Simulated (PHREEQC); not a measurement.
A solution holds 0.068 mol/kgw HF, 0.00032 mol/kgw (NH4)2SiF6 and 0.14 mol/kgw HCl, at 25 °C. Closed to the air; pH follows from the charge balance.

Computed with PHREEQC (ion-association model, phreeqc.dat).

Each row changes one thing in this solution. No solid was allowed to form.

```csv
case,pH,ionic strength (mol/kgw),HF (mol/kgw),F- (mol/kgw),HF2- (mol/kgw)
as made,0.94,0.142,0.0672,0.000552,0.000142
HF left out,0.95,0.140,0.00190,1.57e-5,1.14e-7
diluted 100-fold with water,2.81,0.00162,0.000481,0.000217,4.01e-7
(NH4)2SiF6 replaced by NH4HSO4 at the same molality,0.94,0.141,0.0672,0.000551,0.000141
HF replaced by NaHF2 at the same molality,1.22,0.144,0.132,0.00204,0.00103
HCl left out,2.15,0.00858,0.0590,0.00621,0.00141
0.0037 mol/kgw LiCl added,0.94,0.145,0.0672,0.000555,0.000142
HF replaced by HBF4 at the same molality,0.79,0.206,0.0148,9.00e-5,5.06e-6
HF from 0.068 to 0.34 mol/kgw,0.93,0.147,0.331,0.00264,0.00333
```

Some of these states are supersaturated (in Quartz (slow to form), Chalcedony (slow to form), for instance). SiF6-2 is the database's only silicon fluoride.
